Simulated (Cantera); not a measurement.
**SiCl4 + Cl2 + H2 (chlorosilane synthesis and conversion)**

Input: 1 mol SiCl4, a varied amount of Cl2, 0.98 mol H2, equilibrated at 1000 K and 0.100 bar.

Equilibrium computed with Cantera from the NASA thermochemical tables; the gas is ideal and each condensed phase is pure. Candidate condensed phases: Si; 19 gas species. The tables' values for SiCl3 are old estimates; treat these amounts as uncertain. Rates play no part.

From 0.5 mol Cl2 to 2.1 mol Cl2 nothing is condensed. The main Si-bearing gas is SiCl4 throughout.

```json
[
 {"n(Cl2) (mol)": "0.5", "x HCl": "0.405", "x SiCl4": "0.402", "x Cl2": "2.52e-11", "x H2": "0.192", "x SiHCl3": "0.00134", "x Cl": "6.17e-9"},
 {"n(Cl2) (mol)": "0.65", "x HCl": "0.495", "x SiCl4": "0.379", "x Cl2": "5.81e-11", "x H2": "0.125", "x SiHCl3": "0.000674", "x Cl": "9.36e-9"},
 {"n(Cl2) (mol)": "0.8", "x HCl": "0.576", "x SiCl4": "0.359", "x Cl2": "1.52e-10", "x H2": "0.0644", "x SiHCl3": "0.000283", "x Cl": "1.52e-8"},
 {"n(Cl2) (mol)": "0.95", "x HCl": "0.649", "x SiCl4": "0.341", "x Cl2": "1.22e-9", "x H2": "0.0102", "x SiHCl3": "3.78e-5", "x Cl": "4.29e-8"},
 {"n(Cl2) (mol)": "1.1", "x HCl": "0.636", "x SiCl4": "0.325", "x Cl2": "0.0388", "x H2": "3.08e-10", "x SiHCl3": "1.11e-12", "x Cl": "0.000242"},
 {"n(Cl2) (mol)": "1.2", "x HCl": "0.616", "x SiCl4": "0.314", "x Cl2": "0.0690", "x H2": "1.63e-10", "x SiHCl3": "<1e-12", "x Cl": "0.000323"},
 {"n(Cl2) (mol)": "1.4", "x HCl": "0.580", "x SiCl4": "0.296", "x Cl2": "0.124", "x H2": "8.02e-11", "x SiHCl3": "<1e-12", "x Cl": "0.000433"},
 {"n(Cl2) (mol)": "1.5", "x HCl": "0.563", "x SiCl4": "0.287", "x Cl2": "0.149", "x H2": "6.29e-11", "x SiHCl3": "<1e-12", "x Cl": "0.000474"},
 {"n(Cl2) (mol)": "1.7", "x HCl": "0.532", "x SiCl4": "0.272", "x Cl2": "0.195", "x H2": "4.29e-11", "x SiHCl3": "<1e-12", "x Cl": "0.000543"},
 {"n(Cl2) (mol)": "1.8", "x HCl": "0.518", "x SiCl4": "0.264", "x Cl2": "0.217", "x H2": "3.67e-11", "x SiHCl3": "<1e-12", "x Cl": "0.000572"},
 {"n(Cl2) (mol)": "2", "x HCl": "0.492", "x SiCl4": "0.251", "x Cl2": "0.256", "x H2": "2.80e-11", "x SiHCl3": "<1e-12", "x Cl": "0.000621"},
 {"n(Cl2) (mol)": "2.1", "x HCl": "0.480", "x SiCl4": "0.245", "x Cl2": "0.274", "x H2": "2.49e-11", "x SiHCl3": "<1e-12", "x Cl": "0.000643"}
]
```
x: gas mole fraction; nothing condenses.
